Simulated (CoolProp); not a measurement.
Values from CoolProp's reference Helmholtz-energy equation of state, Lemmon 2006. It is a short technical equation, of lower accuracy than the large ones.

Question: For C2F6 (R116), give the phase and the Z, cp (kJ/(kg K)), cv (kJ/(kg K)), speed of sound (m/s) at 151.85 °C and 7110 kPa; 151.85 °C and 9140 kPa.

Answer: 
- 151.85 °C and 7110 kPa: supercritical; Z 0.848, cp 1.09, cv 0.903, speed of sound 154
- 151.85 °C and 9140 kPa: supercritical; Z 0.831, cp 1.13, cv 0.907, speed of sound 159
